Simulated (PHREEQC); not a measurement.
# Spent oxide etchant: an equilibrium model

A solution holds 0.0038 mol NH4HF2, 0.003 mol H2SiF6, 0.21 mol HBF4 and 0.016 mol HCl per kg of water, at 25 °C. Closed to the air; pH follows from the charge balance.

The numbers come from PHREEQC with the ion-association model, wateq4f.dat.

Each row changes one thing in this solution. This is a speciation only: nothing precipitates in the calculation.

| case | pH | ionic strength (mol/kgw) | BF4- (mol/kgw) | HF (mol/kgw) | BF3OH- (mol/kgw) | H3BO3 (mol/kgw) | SI of Quartz (SiO2) |
|---|---|---|---|---|---|---|---|
| as made | 0.75 | 0.232 | 0.203 | 0.0203 | 0.00346 | 0.00281 | -1.71 |
| NH4HF2 from 0.0038 to 0.00076 mol/kgw | 0.74 | 0.231 | 0.202 | 0.0189 | 0.00371 | 0.00380 | -1.50 |
| temperature from 25 to 75 °C | 0.77 | 0.226 | 0.197 | 0.0453 | 0.00425 | ? | -0.27 |
| HCl from 0.016 to 0.08 mol/kgw | 0.65 | 0.296 | 0.203 | 0.0207 | 0.00335 | 0.00296 | -1.62 |
| NH4HF2 replaced by (NH4)2HPO4 at the same molality | 0.76 | 0.231 | 0.202 | ? | 0.00379 | 0.00403 | -1.47 |
| diluted 2-fold with water | 1.04 | 0.115 | ? | 0.0155 | ? | 0.00263 | -1.71 |

**Question.** Some entries are withheld; supply them.

**Answer.** 
- temperature from 25 to 75 °C, H3BO3 (mol/kgw): 0.00810
- NH4HF2 replaced by (NH4)2HPO4 at the same molality, HF (mol/kgw): 0.0185
- diluted 2-fold with water, BF4- (mol/kgw): 0.0999
- diluted 2-fold with water, BF3OH- (mol/kgw): 0.00229

H3PO4, which wateq4f.dat lacks, is added to it with the constant of phreeqc.dat. Constants without temperature data keep their 25 °C values here. SiF6-2 is the database's only silicon fluoride. Real BF4- forms and hydrolyses slowly; the run takes it at equilibrium.
